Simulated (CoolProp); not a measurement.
R21 along the isobar 39.3 bar: Z from the reference equation and from simpler models built on Tc = 179.6 °C, pc = 52.89 bar, ω = 0.206; each cubic takes its own stable root.

The numbers come from the reference Helmholtz-energy equation of state, Platzer 1990 in CoolProp. This equation is an older, rougher fit; its heat capacities, sound speeds and derivatives of the liquid may be far off and weren't checked against measurements.

```json
[
 {"T (°C)": "-29.85", "phase": "liquid", "reference": "0.1335"},
 {"T (°C)": "2.95", "phase": "liquid", "reference": "0.1234"},
 {"T (°C)": "35.75", "phase": "liquid", "reference": "0.1165"},
 {"T (°C)": "68.55", "phase": "liquid", "reference": "0.1122"},
 {"T (°C)": "101.45", "phase": "liquid", "reference": "0.1109"},
 {"T (°C)": "134.25", "phase": "liquid", "reference": "0.1141"},
 {"T (°C)": "167.05", "phase": "gas", "reference": "0.5954"},
 {"T (°C)": "199.85", "phase": "gas", "reference": "0.7331"}
]
```

**Question.** How far does each simpler model (van der Waals, Redlich-Kwong, Soave-Redlich-Kwong, Peng-Robinson) lie from the reference over these 8 states: mean and median of the absolute difference, and the worst?

**Answer.** 
- van der Waals: mean 45.8 %, median 57.8 %, worst +59.7 % at 134.25 °C and 39.3 bar
- Redlich-Kwong: mean 9.1 %, median 9.1 %, worst +17.4 % at 134.25 °C and 39.3 bar
- Soave-Redlich-Kwong: mean 6.7 %, median 6.6 %, worst +12.8 % at 134.25 °C and 39.3 bar
- Peng-Robinson: mean 3.6 %, median 4.4 %, worst -5.8 % at 35.75 °C and 39.3 bar
